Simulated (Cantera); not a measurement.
A perfectly stirred reactor is fed with H2 : O2 : N2 = 1 : 0.806 : 3.03 (molar parts), at 3750 Torr; it is adiabatic with a 675 K inlet, and is followed from long to short residence time, starting on the burning branch (τ in s: 0.021, 0.011, 0.0054, 0.0027, 0.0014, 0.00069, 0.00035, 0.00018, 8.9e-05, 4.5e-05, 2.3e-05).

Model: GRI-Mech 3.0 (53 species, 325 reactions), integrated in Cantera. The hydrogen kinetics of GRI-Mech 3.0 are dated; newer H2 mechanisms differ, most at raised pressure.

Question: What does this change do: inlet temperature 675 to 750 K?

Answer: 
```tsv
quantity	before	after
blow-out, bracketed by the residence times tried	burning at 23.0 µs, the shortest tried	burning at 23.0 µs, the shortest tried
x(H2) at τ = 21.0 ms	0.000448	0.000607
x(O2) at τ = 21.0 ms	0.0692	0.0686
x(NO) at τ = 21.0 ms	0.000820	0.00159
x(H) at τ = 21.0 ms	5.23e-5	8.12e-5
x(H2O2) at τ = 21.0 ms	4.40e-7	5.04e-7
x(H2) at τ = 0.690 ms	0.00157	0.00168
x(O2) at τ = 0.690 ms	0.0692	0.0690
x(NO) at τ = 0.690 ms	8.80e-5	0.000141
x(H) at τ = 0.690 ms	0.000286	0.000321
x(H2O2) at τ = 0.690 ms	6.40e-7	6.36e-7
```
